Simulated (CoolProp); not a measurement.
Properties of R1234yf at several states (Tc = 367.8 K, pc = 3.384 MPa, ω = 0.276).

Computed with CoolProp (reference Helmholtz-energy equation of state, Lemmon 2022).

```
T (K)  p (MPa)   phase          Z  cp (kJ/(kg K))  expansivity (1/kK)  conductivity (mW/(m K))  fugacity coefficient
-----  -------  ------  ---------  --------------  ------------------  -----------------------  --------------------
248.6     1.06  liquid    0.04670           1.228               2.249                     80.3                0.1168
363.3     9.33  liquid     0.3823           1.528                   ?                     55.0                0.2930
319.7     3.77  liquid     0.1564           1.448               3.873                     59.8                0.2833
136.4   0.0149  liquid  0.0009735           1.095                   ?                      121             0.0005205
360      0.255     gas     0.9709           1.020               3.074                        ?                0.9716
179.3     1.43  liquid    0.07633           1.108               1.733                      106              0.001293
```

Some entries are withheld; supply them.


- 363.3, expansivity (1/kK): 4.476
- 136.4, expansivity (1/kK): 1.674
- 360, conductivity (mW/(m K)): 19.1

Thermal conductivity comes from a separate model (Perkins 2011).
